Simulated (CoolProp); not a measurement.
Vapour-liquid equilibrium of isobutene (1) + n-butane (2) at 0.604 MPa; x and y are mole fractions of (1).

The numbers come from the multi-fluid Helmholtz-energy mixture model, Lemmon 2005 and Bücker 2006; pair parameters Bell 2016 in CoolProp.

| x | bubble temperature (K) | y at the bubble point | dew temperature at overall composition x (K) | liquid density (mol/L) |
|---|---|---|---|---|
| 0.05 | 330.4 | 0.061 | 330.5 | 9.192 |
| 0.2 | 328.8 | 0.233 | 329.1 | 9.301 |
| 0.35 | 327.4 | 0.392 | 327.8 | 9.411 |
| 0.5 | 326.2 | 0.542 | 326.6 | 9.523 |
| 0.65 | 325.1 | 0.685 | 325.4 | 9.636 |
| 0.8 | 324.0 | 0.823 | 324.2 | 9.752 |
| 0.95 | 323.1 | 0.957 | 323.1 | 9.870 |

No azeotrope shows between x = 0.05 and 0.95.

The pair parameters rest on a limited set of measurements; away from them the model extrapolates.
